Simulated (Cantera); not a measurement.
A Cantera script and its output.

```python
import numpy as np
import cantera as ct

gas = ct.Solution("gri30.yaml", transport_model="mixture-averaged")
show = ['C2H2', 'H', 'CH3']

rows = []
print(f"{'T/K':>7s}{'rho':>11s}{'cp':>10s}{'mu':>11s}{'lambda':>11s}{'Pr':>7s}" + "".join(f"{'D_' + s:>11s}" for s in show))
for T in [400, 550, 700, 850, 1000, 1150, 1300, 1450]:
    gas.TPX = T, 65, {'C2H4': 0.9, 'NH3': 0.69}
    Pr = gas.cp_mass * gas.viscosity / gas.thermal_conductivity
    D = [gas.mix_diff_coeffs_mole[gas.species_index(s)] for s in show]
    rows.append([gas.density, gas.cp_mass, gas.viscosity, gas.thermal_conductivity, Pr, *D])
    print(f"{T:7g}{gas.density:11.4e}{gas.cp_mass:10.1f}{gas.viscosity:11.4e}"
          f"{gas.thermal_conductivity:11.4e}{Pr:7.3f}" + "".join(f"{d:11.4e}" for d in D))
print("SI units: kg/m3, J/kg/K, Pa s, W/m/K, m2/s")
```

It prints:

```
    T/K        rho        cp         mu     lambda     Pr     D_C2H2        D_H      D_CH3
    400 4.5480e-04    2001.3 1.3624e-05 3.7918e-02  0.719 3.7879e-02 2.7029e-01 5.1179e-02
    550 3.3077e-04    2438.9 1.8347e-05 6.1421e-02  0.729 6.8755e-02 4.8466e-01 9.1750e-02
    700 2.5989e-04    2803.8 2.2678e-05 8.6761e-02  0.733 1.0652e-01 7.4487e-01 1.4099e-01
    850 2.1403e-04    3082.5 2.6669e-05 1.1268e-01  0.730 1.5041e-01 1.0462e+00 1.9801e-01
   1000 1.8192e-04    3343.0 3.0375e-05 1.3855e-01  0.733 1.9991e-01 1.3852e+00 2.6216e-01
   1150 1.5819e-04    3548.9 3.3843e-05 1.6402e-01  0.732 2.5461e-01 1.7595e+00 3.3297e-01
   1300 1.3994e-04    3723.8 3.7110e-05 1.8889e-01  0.732 3.1421e-01 2.1670e+00 4.1008e-01
   1450 1.2546e-04    3871.7 4.0209e-05 2.1306e-01  0.731 3.7848e-01 2.6063e+00 4.9320e-01
SI units: kg/m3, J/kg/K, Pa s, W/m/K, m2/s
```

Model: GRI-Mech 3.0 (53 species, 325 reactions), integrated in Cantera. Polar gases are described roughly by these parameters. The composition is frozen, though it would react at the higher temperatures.
